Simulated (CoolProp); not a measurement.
Vapour-liquid equilibrium of R134a (1) + R236FA (2) at 0.239 MPa; x and y are mole fractions of (1).

The numbers come from the multi-fluid Helmholtz-energy mixture model, Tillner-Roth 1994 and Pan 2012; pair parameters Bell 2016 in CoolProp.

Q: Give the bubble temperature and the first vapour's composition at x = 0.2, 0.65, 0.95. Is there an azeotrope?

A: x = 0.2: 14.0 °C, y = 0.366; x = 0.65: 1.6 °C, y = 0.822; x = 0.95: -4.6 °C, y = 0.980. No azeotrope shows between x = 0.05 and 0.95.

The pair parameters rest on a limited set of measurements; away from them the model extrapolates.
